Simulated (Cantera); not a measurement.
## Reactions in the system C-Na-S

Cantera with NASA thermochemical tables; ideal gases at 1 bar, condensed phases pure. Values are per mole of reaction as written; species without (g) are pure solids or liquids, kept so even where they would boil at 1 bar.

2 Na2S + C → CS2(g) + 4 Na(g)

```
T (K)  ΔH° (kJ)  ΔS° (J/K)  ΔG° (kJ)  log10 K      condensed phases
-----  --------  ---------  --------  -------  --------------------
300      1278.3      654.4    1082.0  -188.38  Na2S(s), C(graphite)
2023     1093.8      485.6     111.5    -2.88  Na2S(l), C(graphite)
2123     1087.4      482.5      63.1    -1.55  Na2S(l), C(graphite)
2223     1081.1      479.6      15.0    -0.35  Na2S(l), C(graphite)
2323     1074.8      476.8     -32.8     0.74  Na2S(l), C(graphite)
2423     1068.5      474.1     -80.4     1.73  Na2S(l), C(graphite)
2523     1062.2      471.6    -127.7     2.64  Na2S(l), C(graphite)
2623     1055.9      469.2    -174.7     3.48  Na2S(l), C(graphite)
2723     1049.6      466.8    -221.5     4.25  Na2S(l), C(graphite)
2823     1043.4      464.6    -268.1     4.96  Na2S(l), C(graphite)
2923     1037.2      462.4    -314.4     5.62  Na2S(l), C(graphite)
```
